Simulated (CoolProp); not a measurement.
Properties of tetradecamethylhexasiloxane (MD4M) along the isobar 3630 kPa (Tc = 653.2 K, pc = 828.6 kPa, ω = 0.800).

Computed with CoolProp (reference Helmholtz-energy equation of state, Thol 2019).

```json
[
 {"T (K)": "330.7", "phase": "liquid", "density (kg/m³)": "860.8", "cp (kJ/(kg K))": "1.785", "cv (kJ/(kg K))": "(withheld)", "Joule-Thomson coefficient (K/MPa)": "-0.4175", "isothermal compressibility (1/MPa)": "0.001748"},
 {"T (K)": "370.5", "phase": "liquid", "density (kg/m³)": "823.6", "cp (kJ/(kg K))": "1.871", "cv (kJ/(kg K))": "1.622", "Joule-Thomson coefficient (K/MPa)": "-0.3758", "isothermal compressibility (1/MPa)": "0.002332"},
 {"T (K)": "410.3", "phase": "liquid", "density (kg/m³)": "786.1", "cp (kJ/(kg K))": "1.950", "cv (kJ/(kg K))": "1.709", "Joule-Thomson coefficient (K/MPa)": "-0.3293", "isothermal compressibility (1/MPa)": "(withheld)"},
 {"T (K)": "450.1", "phase": "liquid", "density (kg/m³)": "747.9", "cp (kJ/(kg K))": "2.025", "cv (kJ/(kg K))": "1.792", "Joule-Thomson coefficient (K/MPa)": "-0.2744", "isothermal compressibility (1/MPa)": "0.004356"},
 {"T (K)": "489.9", "phase": "liquid", "density (kg/m³)": "708.7", "cp (kJ/(kg K))": "(withheld)", "cv (kJ/(kg K))": "1.872", "Joule-Thomson coefficient (K/MPa)": "-0.2065", "isothermal compressibility (1/MPa)": "0.006167"},
 {"T (K)": "529.7", "phase": "liquid", "density (kg/m³)": "668.0", "cp (kJ/(kg K))": "2.164", "cv (kJ/(kg K))": "1.948", "Joule-Thomson coefficient (K/MPa)": "-0.1185", "isothermal compressibility (1/MPa)": "0.009003"},
 {"T (K)": "569.5", "phase": "liquid", "density (kg/m³)": "625.3", "cp (kJ/(kg K))": "2.228", "cv (kJ/(kg K))": "2.021", "Joule-Thomson coefficient (K/MPa)": "0.001980", "isothermal compressibility (1/MPa)": "0.01363"},
 {"T (K)": "609.3", "phase": "liquid", "density (kg/m³)": "580.1", "cp (kJ/(kg K))": "2.292", "cv (kJ/(kg K))": "2.091", "Joule-Thomson coefficient (K/MPa)": "0.1772", "isothermal compressibility (1/MPa)": "0.02154"}
]
```

Problem. Complete the blanks.

Solution. 
- 330.7, cv (kJ/(kg K)): 1.527
- 410.3, isothermal compressibility (1/MPa): 0.003155
- 489.9, cp (kJ/(kg K)): 2.096
